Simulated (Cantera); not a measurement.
Feed: 1 mol Al, a varied amount of HCl, 28 mol N2, at 302 °C and 4.88 Torr.

Equilibrium computed with Cantera from the NASA thermochemical tables; the gas is ideal and each condensed phase is pure. Candidate condensed phases: Al, AlCl3, AlN, NH4Cl; 20 gas species. Equilibrium is a limit: real reactors are often held back by kinetics, nucleation or transport.

**Question.** Which condensed phases are stable at each of these points (n(HCl) (mol)): 1.9, 3.1, 4.4, 5.6, 6.9, 8.2, 9.4, 11, 12, 13, 14?

**Answer.** 
```json
[
 {"n(HCl) (mol)": "1.9", "condensed phases": "AlN(s)", "Al condensed (%)": "57.5"},
 {"n(HCl) (mol)": "3.1", "condensed phases": "AlN(s)", "Al condensed (%)": "27.7"},
 {"n(HCl) (mol)": "4.4", "condensed phases": "gas only", "Al condensed (%)": "0.0"},
 {"n(HCl) (mol)": "5.6", "condensed phases": "gas only", "Al condensed (%)": "0.0"},
 {"n(HCl) (mol)": "6.9", "condensed phases": "gas only", "Al condensed (%)": "0.0"},
 {"n(HCl) (mol)": "8.2", "condensed phases": "gas only", "Al condensed (%)": "0.0"},
 {"n(HCl) (mol)": "9.4", "condensed phases": "gas only", "Al condensed (%)": "0.0"},
 {"n(HCl) (mol)": "11", "condensed phases": "gas only", "Al condensed (%)": "0.0"},
 {"n(HCl) (mol)": "12", "condensed phases": "gas only", "Al condensed (%)": "0.0"},
 {"n(HCl) (mol)": "13", "condensed phases": "gas only", "Al condensed (%)": "0.0"},
 {"n(HCl) (mol)": "14", "condensed phases": "gas only", "Al condensed (%)": "0.0"}
]
```

From 1.9 mol HCl to 3.1 mol HCl the condensed part is AlN(s). From 4.4 mol HCl to 14 mol HCl nothing is condensed.
